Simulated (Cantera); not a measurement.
Feed: 1 mol CO₂, a varied amount of H₂O, 0.17 mol H₂, 0.02 mol SO₂, at 1750 K and 1 atm.

Cantera equilibrium calculation (NASA polynomials, part measured and part estimated; ideal gas, pure solids and liquids). Candidate condensed phases: C, C₆H₆, C₇H₈, C₈H₁₈, H₂O, H₂SO₄, S; 123 gas species. Kinetics and transport are ignored.

### Question
At 1.1 mol H₂O, list the 7 most abundant gas species with their mole fractions, and the condensed phases.

### Answer
H₂O 0.534, CO₂ 0.383, CO 0.0534, H₂ 0.0206, SO₂ 0.00858, SO 0.000110, OH 5.04e-5. Condensed: gas only.
